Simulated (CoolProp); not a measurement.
Model: reference Helmholtz-energy equation of state, Span 2000, in CoolProp.

Q: Give the vapour pressure (bar), vapour density (kg/m³), liquid cp (kJ/(kg K)), liquid viscosity (µPa s) of saturated nitrogen at 101.7, 109.3 K.

A: 
```csv
T (K),p (bar),vapour density (kg/m³),liquid cp (kJ/(kg K)),liquid viscosity (µPa s)
101.7,8.74,36.0,2.36,72.0
109.3,14.1,59.8,2.70,57.2
```

Viscosity comes from a separate model (Lemmon 2004).
